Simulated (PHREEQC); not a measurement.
1 kg of water holding 0.0092 mol MgCl2 and 0.25 mol KCl is evaporated at 90 °C; the solids stay in contact with the brine. No CO2 enters from the air. The run lets Bischofite, Brucite, Carnallite, Sylvite, MgCl2_4H2O precipitate or redissolve, and no other solid.

The series has 28 steps of water left (kg), from 1 to 0.005012.

All values are PHREEQC results (Pitzer model, pitzer.dat), not measurements.

Q: Which solids form, in which order, and at which step of the series does each first stand?

A: Sylvite from water left = 0.03564 kg.

Away from 25 °C the constants follow the database's enthalpies or fits; those with neither stay at their 25 °C values.
